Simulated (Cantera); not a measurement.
A closed system holds: 1 mol Si, 0.53 mol HCl, 5.5 mol H2, equilibrated at 4130 Torr.

Equilibrium computed with Cantera from the NASA thermochemical tables; the gas is ideal and each condensed phase is pure. Candidate condensed phases: Si; 19 gas species. The tables' values for SiCl3 are old estimates; treat these amounts as uncertain. Equilibrium is a limit: real reactors are often held back by kinetics, nucleation or transport.

Question: At 923 K, list the 6 most abundant gas species with their mole fractions, and the condensed phases.

Answer: H2 0.971, SiHCl3 0.0152, SiCl4 0.00933, SiH2Cl2 0.00244, HCl 0.00212, SiH3Cl 9.63e-5. Condensed: Si(s).
